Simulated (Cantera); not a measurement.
**Stirred combustor or abatement burner**

A perfectly stirred reactor is fed with 6.54 % C₂H₆, 17.6 % O₂, 66.1 % N₂, 9.81 % H₂O, at 1.00 bar; it is adiabatic with a 525 K inlet, and is followed from long to short residence time, starting on the burning branch (τ in s: 0.16, 0.075, 0.036, 0.017, 0.0082, 0.0039, 0.0019, 0.0009, 0.00043, 0.00021, 9.8e-05, 4.7e-05).

Computed with Cantera and GRI-Mech 3.0 (53 species, 325 reactions).

```tsv
τ (s)	T (K)	x C₂H₆	x O₂	x H₂O	x C₂H₄	x C₂H	x N₂O	x HCN
0.16	2096	3.33e-7	0.000110	0.228	6.47e-7	1.13e-8	9.03e-9	2.19e-6
0.075	2090	6.35e-7	0.000183	0.228	1.16e-6	2.04e-8	1.16e-8	3.36e-6
0.036	2082	1.17e-6	0.000299	0.227	1.98e-6	3.45e-8	1.48e-8	4.88e-6
0.017	2071	2.16e-6	0.000488	0.226	3.30e-6	5.65e-8	1.85e-8	6.95e-6
0.0082	2059	3.93e-6	0.000771	0.225	5.37e-6	8.90e-8	2.26e-8	9.60e-6
0.0039	2043	7.32e-6	0.00120	0.224	8.89e-6	1.40e-7	2.71e-8	1.33e-5
0.0019	2026	1.37e-5	0.00184	0.222	1.49e-5	2.20e-7	3.18e-8	1.82e-5
0.00090	2005	2.73e-5	0.00288	0.221	2.71e-5	3.64e-7	3.68e-8	2.57e-5
0.00043	1978	5.80e-5	0.00477	0.220	5.51e-5	6.26e-7	4.12e-8	3.61e-5
0.00021	1932	0.000142	0.00897	0.219	0.000140	1.08e-6	4.03e-8	4.57e-5
9.8e-5	525	0.0654	0.176	0.0981	<1e-12	<1e-12	<1e-12	<1e-12
4.7e-5	525	0.0654	0.176	0.0981	<1e-12	<1e-12	<1e-12	<1e-12
```
x: mole fraction; the columns are a selection and need not sum to one.
